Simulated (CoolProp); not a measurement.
Toluene at 293.15 K and 5.21 MPa flows at 13 m/s in a round tube of 10 mm bore and 15 µm roughness, fully developed (64/Re and Nu = 3.66 if laminar; Colebrook and Gnielinski if turbulent). Each further row changes one setting.

Model: reference Helmholtz-energy equation of state, Lemmon 2006, in CoolProp. It is a short technical equation, of lower accuracy than the large ones.

```tsv
case	Reynolds number	Darcy friction factor	pressure drop (Pa/m)	heat-transfer coefficient (W/(m² K))	mass flow (kg/h)
as stated	185000	0.0229	168000	18200	3200
velocity 26 m/s	369000	0.0223	657000	35900	6400
diameter 20 mm	369000	0.0193	71000	16300	12800
```

Viscosity comes from a separate model (Avgeri 2015). Thermal conductivity comes from a separate model (Assael 2012).
